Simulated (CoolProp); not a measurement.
Carbon dioxide at 293.15 K and 3.46 MPa is throttled through a valve to 1.97 MPa with no heat exchange. Each further row changes one setting.

Computed with CoolProp (reference Helmholtz-energy equation of state, Span 1996).

| case | temperature change (K) | final density (kg/m³) |
|---|---|---|
| as stated | -18.8 | 44.5 |
| outlet pressure 0.591 MPa | -39.8 | 13.0 |
| outlet pressure 2.56 MPa | -11.0 | 58.3 |
